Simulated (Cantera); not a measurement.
A Cantera script and what it prints.

```python
import numpy as np
import cantera as ct

gas_names = """
    F F2 H HF H2 H2F2 H3F3 H4F4 H5F5 H6F6 H7F7 N NF NF2 NF3 NH NH2 NH3 N2 N2H2 N2H4 Si SiF SiF2 SiF3
    SiF4 SiH SiHF3 SiH2 SiH2F2 SiH3 SiH3F SiH4 SiN Si2 Si2N Si3
""".split()
cond_names = """
    Si(cr) Si(L) Si3N4(a)
""".split()


# ... load() reads the species with a 1 bar reference pressure and builds the phases ...
atoms = {
    'Si3N4': {'Si': 3, 'N': 4},
    'NF3': {'N': 1, 'F': 3},
    'H2': {'H': 2},
}
top_T = {'Si3N4(a)': 2400}  # K; cautious upper limits of use, not melting points


# ... equilibrate(T, P, feed) seeds the gas with the atoms and calls Mixture.equilibrate('TP', solver="vcs", rtol=1e-11, max_steps=5000) ...
results = []
T = 823  # K
P = 13332.2  # Pa
for m in [0.6, 2.2, 3.7, 5.3, 6.8, 8.4, 9.9, 12]:
    feed = {'Si3N4': 1, 'NF3': m, 'H2': 780}  # mol
    mix = equilibrate(T, P, feed)
    results.append((T, P, feed, dict(zip(mix.species_names, mix.species_moles))))

top = {s: max(r[3][s] / sum(r[3][g] for g in gas_names) for r in results) for s in gas_names}
cols = sorted((s for s in top if top[s] > 0.0001), key=lambda s: -top[s])[:8]
seen = [c for c in cond_names if any(r[3].get(c, 0) > 1e-12 for r in results)]
print("log10 of partial pressures in bar; condensed amounts in mol")
print(f"{'n(NF3)':>10s}" + "".join(f"{s[:9]:>10s}" for s in cols + seen))
for T, P, feed, n in results:
    ng = sum(n[g] for g in gas_names)
    print(f"{feed['NF3']:10.4g}" + "".join(f"{np.log10(max(n[s] / ng * P / 1e5, 1e-99)):10.3f}" for s in cols)
          + "".join(f"{n.get(c, 0):10.4g}" for c in seen))
```

Output:

```
log10 of partial pressures in bar; condensed amounts in mol
    n(NF3)        H2        HF        N2      SiF4  Si3N4(a)
       0.6    -0.876    -5.764    -3.993    -4.119    0.8507
       2.2    -0.877    -5.530    -3.429    -3.554    0.4511
       3.7    -0.879    -5.437    -3.204    -3.329   0.07627
       5.3    -0.882    -3.181    -3.106    -3.295         0
       6.8    -0.884    -2.850    -3.043    -3.297         0
       8.4    -0.888    -2.655    -2.984    -3.299         0
       9.9    -0.890    -2.530    -2.936    -3.300         0
        12    -0.894    -2.400    -2.877    -3.303         0
```

These are equilibrium values from Cantera (NASA tables, ideal gas, pure condensed phases), not measurements of a reactor.
